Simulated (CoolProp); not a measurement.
Nitrogen along the isotherm -139.15 °C: Z from the reference equation and from simpler models built on Tc = -147.0 °C, pc = 3.396 MPa, ω = 0.037; each cubic takes its own stable root.

Model: reference Helmholtz-energy equation of state, Span 2000, in CoolProp.

| p (MPa) | phase | reference |
|---|---|---|
| 0.107 | gas | 0.9912 |
| 0.204 | gas | 0.9832 |
| 0.386 | gas | 0.9679 |
| 0.732 | gas | 0.9379 |
| 1.39 | gas | 0.8769 |
| 2.63 | gas | 0.7423 |
| 4.98 | supercritical | 0.3464 |
| 9.45 | supercritical | 0.4432 |
| 17.9 | supercritical | 0.7290 |
| 34 | supercritical | 1.238 |

How far does each simpler model (van der Waals, Redlich-Kwong, Soave-Redlich-Kwong) lie from the reference over these 10 states: mean and median of the absolute difference, and the worst?


- van der Waals: mean 9.5 %, median 1.1 %, worst +27.5 % at -139.15 °C and 34 MPa
- Redlich-Kwong: mean 1.9 %, median 0.5 %, worst +9.6 % at -139.15 °C and 4.98 MPa
- Soave-Redlich-Kwong: mean 2.1 %, median 0.3 %, worst +11.2 % at -139.15 °C and 4.98 MPa
